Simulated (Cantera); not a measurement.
A counterflow diffusion flame at 1.00 atm, nozzles 20 mm apart: fuel side 55.5 % CH4, 2.94 % CO, 41.6 % N2 at 550 K, oxidiser side 20.0 % O2, 80.0 % N2 at 448 K, fuel mass flux 0.89 times the oxidiser's; mixture-averaged transport, no radiation.

Model: GRI-Mech 3.0 (53 species, 325 reactions), integrated in Cantera. GRI-Mech 3.0 has no aromatics or soot, which form on the fuel side of real flames. The maximum strain rate includes the flame's own expansion and is several times the mean. A flux with no burning solution from the previous one only brackets extinction.

x: mole fraction; the columns are a selection and need not sum to one.

| oxidiser flux (kg/m²/s) | max strain (1/s) | mean strain (1/s) | T max (K) | peak x OH | peak x H | peak x NO | peak x CO | peak x C2H2 |
|---|---|---|---|---|---|---|---|---|
| 0.25 | 162 | 39.4 | 2004 | 0.00575 | 0.00303 | 0.000194 | 0.0430 | ___ |
| 0.36 | 225 | 56.8 | 1988 | 0.00570 | 0.00317 | 0.000173 | 0.0429 | ___ |
| 0.52 | 315 | 82.0 | 1970 | 0.00562 | 0.00331 | 0.000148 | 0.0430 | ___ |
| 0.75 | 444 | 118 | 1951 | 0.00549 | 0.00342 | 0.000122 | 0.0432 | ___ |
| 1.1 | 636 | 174 | 1925 | 0.00523 | 0.00345 | 9.11e-5 | 0.0437 | ___ |
| 1.5 | 852 | 237 | 1898 | 0.00490 | 0.00339 | 6.56e-5 | 0.0442 | ___ |
| 2.2 | 1220 | 347 | 1845 | 0.00417 | 0.00304 | 3.35e-5 | 0.0450 | ___ |

### Question
What belongs in the gaps?

### Answer

- 0.25, peak x C2H2: 0.00748
- 0.36, peak x C2H2: 0.00684
- 0.52, peak x C2H2: 0.00626
- 0.75, peak x C2H2: 0.00565
- 1.1, peak x C2H2: 0.00489
- 1.5, peak x C2H2: 0.00412
- 2.2, peak x C2H2: 0.00283
